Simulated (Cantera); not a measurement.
An adiabatic, constant-volume homogeneous reactor starts with 2.78 % CH4, 1.53 % H2, 8.77 % O2, 84.9 % N2, 2.00 % H2O, at 1573 K and 100000 Pa.

Computed with Cantera and GRI-Mech 3.0 (53 species, 325 reactions).

### Question
Predict: time of steepest temperature rise; temperature at 7.00 s; equilibrium temperature; x(H2) at 7.00 s; x(O2) at 7.00 s; x(HO2) at 7.00 s; x(CO2) at 7.00 s; x(NO) at 7.00 s.

### Answer
| Property | Value |
|---|---|
| time of steepest temperature rise | 0.279 ms |
| temperature at 7.00 s | 2369 K |
| equilibrium temperature | 2369 K |
| x(H2) at 7.00 s | 0.00147 (gas-phase equilibrium 0.00147) |
| x(O2) at 7.00 s | 0.0221 (gas-phase equilibrium 0.0221) |
| x(HO2) at 7.00 s | 1.91e-6 (gas-phase equilibrium 1.91e-6) |
| x(CO2) at 7.00 s | 0.0254 (gas-phase equilibrium 0.0254) |
| x(NO) at 7.00 s | 0.00610 (gas-phase equilibrium 0.00610) |
